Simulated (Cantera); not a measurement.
Cantera run:

```python
import numpy as np
import cantera as ct

gas_names = """
    CL CL2 H HCL H2 N NH NH2 NH3 N2 N2H2 N2H4 Si SiCL SiCL2 SiCL3 SiCL4 SiH SiHCL3 SiH2 SiH2CL2 SiH3
    SiH3CL SiH4 SiN Si2 Si2N Si3
""".split()
cond_names = """
    NH4CL(a) NH4CL(b) Si(cr) Si(L) Si3N4(a)
""".split()


# ... load() reads the species with a 1 bar reference pressure and builds the phases ...
atoms = {
    'SiHCl3': {'Si': 1, 'H': 1, 'CL': 3},
    'N2': {'N': 2},
}
top_T = {'Si3N4(a)': 2400}  # K; cautious upper limits of use, not melting points


# ... equilibrate(T, P, feed) seeds the gas with the atoms and calls Mixture.equilibrate('TP', solver="vcs", rtol=1e-11, max_steps=5000) ...
results = []
feed = {'SiHCl3': 1, 'N2': 42}  # mol
T = 1325  # K
P = 1333.22  # Pa
mix = equilibrate(T, P, feed)
results.append((T, P, feed, dict(zip(mix.species_names, mix.species_moles))))
print(gas.report(threshold=1e-05))
for i in range(1, mix.n_phases):
    print(f"{mix.phase(i).name:16s} {mix.phase_moles(i):12.5e} mol")
```

Result:

```
       temperature   1325 K
          pressure   1333.2 Pa
           density   0.0036149 kg/m^3
  mean mol. weight   29.871 kg/kmol
   phase of matter   gas

                          1 kg             1 kmol
                     ---------------   ---------------
          enthalpy        8.0098e+05        2.3926e+07  J
   internal energy        4.3216e+05        1.2909e+07  J
           entropy            9303.6         2.779e+05  J/K
    Gibbs function       -1.1526e+07        -3.443e+08  J
 heat capacity c_p              1170             34949  J/K
 heat capacity c_v            891.68             26635  J/K

                      mass frac. Y      mole frac. X     chem. pot. / RT
                     ---------------   ---------------   ---------------
               HCL           0.02618           0.02145           -41.577
                H2        5.4941e-05        0.00081404            -29.68
                N2           0.90396           0.96387           -29.993
             SiCL2         0.0090386         0.0027276           -64.102
             SiCL3         0.0095608         0.0021243           -90.839
             SiCL4          0.051113         0.0089871           -117.58
            SiHCL3        7.9173e-05        1.7461e-05           -105.68
     [  +21 minor]        1.0642e-05        9.3428e-06

Si(cr)            0.00000e+00 mol
Si3N4(a)          1.33349e-01 mol
```

These are equilibrium values from Cantera (NASA tables, ideal gas, pure condensed phases), not measurements of a reactor. N2 is the only nitrogen source here; it is nearly inert below about 1500 K, so the nitride shown seldom forms there in practice. The tables' values for SiCl3 are old estimates; treat these amounts as uncertain.
